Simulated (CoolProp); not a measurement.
A simple Rankine cycle with neopentane: condensing at 325.15 K, boiler at 0.932 MPa, turbine inlet 404.1 K, turbine efficiency 0.75, pump efficiency 0.7, no recuperator. Each further row changes one setting.

Model: reference Helmholtz-energy equation of state, Lemmon 2006, in CoolProp. It is a short technical equation, of lower accuracy than the large ones.

| case | thermal efficiency (%) | net work (kJ/kg) | heat in (kJ/kg) | turbine exit temperature (K) | volume ratio over the turbine |
|---|---|---|---|---|---|
| as stated | 6.2 | 26.5 | 429 | ___ | 2.58 |
| turbine inlet 424.1 K | 6.0 | ___ | 476 | 405.9 | ___ |
| condensing temperature 317.15 K | 7.4 | 33.0 | 448 | ___ | 3.21 |
| boiler pressure 0.652 MPa | 3.9 | ___ | 436 | ___ | 1.76 |
| turbine efficiency 0.65 | 5.3 | ___ | 429 | 387.0 | ___ |

Question: Some entries are withheld; supply them.

Answer: 
- as stated, turbine exit temperature (K): 385.3
- turbine inlet 424.1 K, net work (kJ/kg): 28.4
- turbine inlet 424.1 K, volume ratio over the turbine: 2.55
- condensing temperature 317.15 K, turbine exit temperature (K): 381.4
- boiler pressure 0.652 MPa, net work (kJ/kg): 16.9
- boiler pressure 0.652 MPa, turbine exit temperature (K): 393.3
- turbine efficiency 0.65, net work (kJ/kg): 22.7
- turbine efficiency 0.65, volume ratio over the turbine: 2.60
